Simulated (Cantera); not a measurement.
An adiabatic, constant-volume homogeneous reactor starts with CH₄ : O₂ : N₂ = 1 : 0.952 : 9.52 (molar parts), at 1500 K and 540000 Pa. Integrator tolerance rtol = 1e-08.

Model: GRI-Mech 3.0 (53 species, 325 reactions), integrated in Cantera.

```json
[
 {"quantity": "time of steepest temperature rise", "before": "1.10 ms", "after": "1.17 ms"},
 {"quantity": "temperature at 2.00 s", "before": "2246 K", "after": "2246 K"},
 {"quantity": "equilibrium temperature", "before": "2246 K", "after": "2246 K"},
 {"quantity": "x(CH₄) at 2.00 s", "before": "7.89e-10 (gas-phase equilibrium 8.91e-10)", "after": "6.76e-10 (gas-phase equilibrium 7.65e-10)"},
 {"quantity": "x(O₂) at 2.00 s", "before": "1.15e-7 (gas-phase equilibrium 1.15e-7)", "after": "1.24e-7 (gas-phase equilibrium 1.24e-7)"},
 {"quantity": "x(C₂H₄) at 2.00 s", "before": "<1e-12 (gas-phase equilibrium <1e-12)", "after": "<1e-12 (gas-phase equilibrium <1e-12)"},
 {"quantity": "x(HCO) at 2.00 s", "before": "1.03e-7 (gas-phase equilibrium 1.03e-7)", "after": "9.92e-8 (gas-phase equilibrium 9.92e-8)"},
 {"quantity": "x(NO) at 2.00 s", "before": "1.02e-5 (gas-phase equilibrium 1.02e-5)", "after": "1.06e-5 (gas-phase equilibrium 1.06e-5)"},
 {"quantity": "x(HCN) at 2.00 s", "before": "5.46e-7 (gas-phase equilibrium 5.46e-7)", "after": "5.05e-7 (gas-phase equilibrium 5.05e-7)"}
]
```

### Question
Name the change that produced these shifts.
A) O2 0.952 to 2 parts
B) pressure from 540000 Pa to 500000 Pa
C) pressure from 540000 Pa to 39000 Pa
D) CH4 1 to 1.4 parts

### Answer
B, pressure from 540000 Pa to 500000 Pa
